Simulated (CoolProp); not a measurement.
Values from CoolProp's reference Helmholtz-energy equation of state, Lemmon 2006. It is a short technical equation, of lower accuracy than the large ones.

Task: For C2F6 (R116), give the phase and the cv (kJ/(kg K)), conductivity (mW/(m K)), fugacity coefficient at 81.75 °C and 108 bar; 98.65 °C and 108 bar; 115.65 °C and 108 bar.

Result: 
- 81.75 °C and 108 bar: supercritical; cv 0.846, conductivity 37.3, fugacity coefficient 0.558
- 98.65 °C and 108 bar: supercritical; cv 0.863, conductivity 35.3, fugacity coefficient 0.624
- 115.65 °C and 108 bar: supercritical; cv 0.879, conductivity 34.0, fugacity coefficient 0.682

Thermal conductivity comes from a separate model (Huber 2003), an estimate that may be off by 10 % or more.
